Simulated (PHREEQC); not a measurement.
Polishing slurry liquid: an equilibrium model

Consider water at 20 °C with 0.052 mol KOH, 0.00074 mol KNO3 and 0.0037 mol KH2PO4 per kg of water. Closed to the air; pH follows from the charge balance.

Model: ion-association model, phreeqc.dat, run in PHREEQC.

```
Quantity                      Result
--------------------  --------------
pH                             12.72
ionic strength        0.0665 mol/kgw
specific conductance     10400 µS/cm
density                  1.001 g/cm³
total alkalinity         52.0 meq/kg
```

```csv
species,molality,activity,log γ
K+,0.0564,0.0449,-0.100
OH-,0.0451,0.0358,-0.101
PO4-3,0.00321,0.000426,-0.877
NO3-,0.000740,0.000582,-0.104
HPO4-2,0.000465,0.000200,-0.367
KHPO4-,2.15e-5,1.75e-5,-0.090
```

This is a speciation only: nothing precipitates in the calculation.
